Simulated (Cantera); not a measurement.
A closed system holds: 1 mol Cr2O3, 1.4 mol H2, equilibrated at 6.30 mbar.

These are equilibrium values from Cantera (NASA tables, ideal gas, pure condensed phases), not measurements of a reactor. Candidate condensed phases: Cr, Cr2O3, H2O; 13 gas species. Equilibrium is a limit: real reactors are often held back by kinetics, nucleation or transport.

At 1850 °C, list the 7 most abundant gas species with their mole fractions, and the condensed phases.

H2 0.802, H2O 0.0917, Cr 0.0598, H 0.0405, CrO 0.00527, OH 0.000572, CrO2 0.000209. Condensed: Cr2O3(s).
